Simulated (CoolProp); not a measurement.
R1336mzz(E) along the isotherm 410 K: fugacity coefficient from the reference equation and from simpler models built on Tc = 403.5 K, pc = 2.779 MPa, ω = 0.413; each cubic takes its own stable root.

Values from CoolProp's reference Helmholtz-energy equation of state, Akasaka 2023.

| p (MPa) | phase | reference | van der Waals | Redlich-Kwong | Soave-Redlich-Kwong | Peng-Robinson |
|---|---|---|---|---|---|---|
| 0.633 | gas | 0.9238 | 0.9353 | 0.9269 | 0.9278 | 0.9199 |
| 1.27 | gas | 0.8495 | 0.8704 | 0.8550 | 0.8568 | 0.8426 |
| 1.9 | gas | 0.7775 | 0.8058 | 0.7849 | 0.7877 | 0.7685 |
| 2.53 | gas | 0.7056 | 0.7387 | 0.7140 | 0.7181 | 0.6955 |
| 3.17 | supercritical | 0.6260 | 0.6570 | 0.6331 | 0.6410 | 0.6171 |
| 3.8 | supercritical | 0.5454 | 0.5816 | 0.5566 | 0.5652 | 0.5417 |
| 4.43 | supercritical | 0.4856 | 0.5266 | 0.4999 | 0.5083 | 0.4850 |
| 5.07 | supercritical | 0.4398 | 0.4847 | 0.4563 | 0.4643 | 0.4412 |
| 5.7 | supercritical | 0.4047 | 0.4530 | 0.4228 | 0.4305 | 0.4074 |
